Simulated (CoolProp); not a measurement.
Hexamethyldisiloxane (MM) along the isobar 56.6 bar: fugacity coefficient from the reference equation and from simpler models built on Tc = 245.6 °C, pc = 19.31 bar, ω = 0.418; each cubic takes its own stable root.

The numbers come from the reference Helmholtz-energy equation of state, Thol 2016 in CoolProp.

```tsv
T (°C)	phase	reference
34.75	liquid	0.002520
43.75	liquid	0.003739
52.65	liquid	0.005372
61.55	liquid	0.007528
70.45	liquid	0.01031
79.35	liquid	0.01382
88.25	liquid	0.01818
97.15	liquid	0.02349
106.05	liquid	0.02986
114.95	liquid	0.03738
123.85	liquid	0.04614
132.75	liquid	0.05621
141.65	liquid	0.06766
150.65	liquid	0.08068
159.55	liquid	0.09501
168.45	liquid	0.1108
```

**Question.** How far does each simpler model (van der Waals, Redlich-Kwong, Soave-Redlich-Kwong) lie from the reference over these 16 states: mean and median of the absolute difference, and the worst?

**Answer.** 
- van der Waals: mean 613.1 %, median 386.6 %, worst +2059.5 % at 34.75 °C and 56.6 bar
- Redlich-Kwong: mean 133.7 %, median 111.0 %, worst +309.5 % at 34.75 °C and 56.6 bar
- Soave-Redlich-Kwong: mean 4.0 %, median 3.7 %, worst +6.0 % at 168.45 °C and 56.6 bar
